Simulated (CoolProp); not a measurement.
Vapour-liquid equilibrium of acetone (1) + ethanol (2) at 179 kPa; x and y are mole fractions of (1).

Computed with CoolProp (multi-fluid Helmholtz-energy mixture model, Lemmon 2006 and Schroeder 2014; pair parameters Bell 2016).

```json
[
 {"x": "0.05", "bubble temperature, mixture model (K)": "364.1", "bubble temperature, Raoult's law (K)": "365.7", "y, mixture model": "0.129", "y, Raoult's law": "0.085"},
 {"x": "0.2", "bubble temperature, mixture model (K)": "358.3", "bubble temperature, Raoult's law (K)": "362.5", "y, mixture model": "0.390", "y, Raoult's law": "0.314"},
 {"x": "0.35", "bubble temperature, mixture model (K)": "354.5", "bubble temperature, Raoult's law (K)": "359.4", "y, mixture model": "0.547", "y, Raoult's law": "0.503"},
 {"x": "0.5", "bubble temperature, mixture model (K)": "351.9", "bubble temperature, Raoult's law (K)": "356.3", "y, mixture model": "0.659", "y, Raoult's law": "0.660"},
 {"x": "0.65", "bubble temperature, mixture model (K)": "349.9", "bubble temperature, Raoult's law (K)": "353.4", "y, mixture model": "0.755", "y, Raoult's law": "0.787"},
 {"x": "0.8", "bubble temperature, mixture model (K)": "348.4", "bubble temperature, Raoult's law (K)": "350.5", "y, mixture model": "0.851", "y, Raoult's law": "0.891"},
 {"x": "0.95", "bubble temperature, mixture model (K)": "347.2", "bubble temperature, Raoult's law (K)": "347.8", "y, mixture model": "0.959", "y, Raoult's law": "0.976"}
]
```

The largest gap from Raoult's law is -4.9 K in bubble temperature, at x = 0.35. No azeotrope shows between x = 0.05 and 0.95.

Pair parameters are fitted to limited data, so mixtures are less certain than the pure fluids.
